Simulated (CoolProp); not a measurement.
The numbers come from the reference Helmholtz-energy equation of state, Zhou 2012 in CoolProp.

### Question
For o-xylene, give the phase and the cv (kJ/(kg K)), speed of sound (m/s), isothermal compressibility (1/MPa), expansivity (1/kK) at 393.3 K and 2330 kPa.

### Answer
- 393.3 K and 2330 kPa: liquid; cv 1.67, speed of sound 1000, isothermal compressibility 0.00157, expansivity 1.15
